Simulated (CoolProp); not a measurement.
The fluid at 293.15 K and 8.74 MPa flows at 12 m/s in a round tube of 25 mm bore and 1.5 µm roughness, fully developed (64/Re and Nu = 3.66 if laminar; Colebrook and Gnielinski if turbulent). The same conditions are run with several fluids, on thermodynamics alone (safety and materials aside).

The numbers come from the reference Helmholtz-energy equation of state of each fluid (CF4 (R14): Platzer 1990; C2F6 (R116): Lemmon 2006; nitrogen: Span 2000; oxygen: Schmidt 1985; normal hydrogen: Leachman 2009) in CoolProp. The equations of Platzer and Polt are older, rougher fits.

Rank CF4 (R14), C2F6 (R116), nitrogen, oxygen, normal hydrogen by Reynolds number, highest first.

CF4 (R14) (4750000), C2F6 (R116) (2960000), oxygen (1610000), nitrogen (1560000), normal hydrogen (231000)

```json
[
 {"fluid": "CF4 (R14)", "Darcy friction factor": "0.0114", "pressure drop (Pa/m)": "15000", "heat-transfer coefficient (W/(m² K))": "8030", "mass flow (kg/h)": "9660"},
 {"fluid": "C2F6 (R116)", "Darcy friction factor": "0.0117", "pressure drop (Pa/m)": "39300", "heat-transfer coefficient (W/(m² K))": "16200", "mass flow (kg/h)": "24700"},
 {"fluid": "nitrogen", "Darcy friction factor": "0.0123", "pressure drop (Pa/m)": "3560", "heat-transfer coefficient (W/(m² K))": "2390", "mass flow (kg/h)": "2130"},
 {"fluid": "oxygen", "Darcy friction factor": "0.0122", "pressure drop (Pa/m)": "4250", "heat-transfer coefficient (W/(m² K))": "2560", "mass flow (kg/h)": "2560"},
 {"fluid": "normal hydrogen", "Darcy friction factor": "0.0157", "pressure drop (Pa/m)": "311", "heat-transfer coefficient (W/(m² K))": "2690", "mass flow (kg/h)": "146"}
]
```

Transport values come from each fluid's own correlations; those of CF4 (R14), C2F6 (R116) are estimates that may be off by 10 % or more.
